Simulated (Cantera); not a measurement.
Feed: 1 mol MgSO₄, 0.14 mol CO₂, 5.7 mol H₂, held at 2023.15 K and 10.0 mbar.

These are equilibrium values from Cantera (NASA tables, ideal gas, pure condensed phases), not measurements of a reactor. Equilibrium is a limit: real reactors are often held back by kinetics, nucleation or transport.

| species | before | after |
|---|---|---|
| H₂ | 0.479 | 0.435 |
| H₂O | 0.364 | 0.429 |
| S₂ | 0.0309 | 0.0448 |
| SO₂ | 0.0400 | 0.0223 |
| H₂S | 0.00467 | 0.0186 |
| H | 0.0132 | 0.00343 |
| SO | 0.0281 | 0.0120 |
| SH | 0.00914 | 0.0105 |
| CO | 0.0181 | 0.0180 |
| Mg | 0.00278 | 0.000160 |
| O | 2.08e-5 | 2.02e-6 |
| COS | 6.44e-6 | 2.81e-5 |
| MgS | 6.94e-5 | 1.76e-5 |
| MgOH | 8.99e-5 | 2.35e-5 |
| S | 0.00649 | 0.00214 |
| OH | 0.00104 | 0.000353 |
| MgO(s), mol | 0.980 | 0.999 |
Gas species are given as mole fractions.

What was changed between the two runs?
A) CO₂ from 0.14 to 0.81 mol
B) CO₂ from 0.14 to 0.91 mol
C) temperature from 2023.15 K to 2273 K
D) pressure from 10.0 mbar to 0.133 bar

D, pressure from 10.0 mbar to 0.133 bar
